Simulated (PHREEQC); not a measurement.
**Buffer: speciation**

Solution (85 °C): 0.0091 mol/kgw H3PO4 and 0.0024 mol/kgw K2HPO4. Closed to the air; pH follows from the charge balance.

Equilibrium calculation in PHREEQC: ion-association model, phreeqc.dat.

No solid was allowed to form.

Problem. Estimate the pH, specific conductance.

Solution. pH 2.63; specific conductance 3690 µS/cm.

Problem. In which forms is P present?

Solution. H2PO4- 64 %, H3PO4 36 % of the P.

Complexes and solids missing from the database can't appear. Constants without temperature data keep their 25 °C values here.
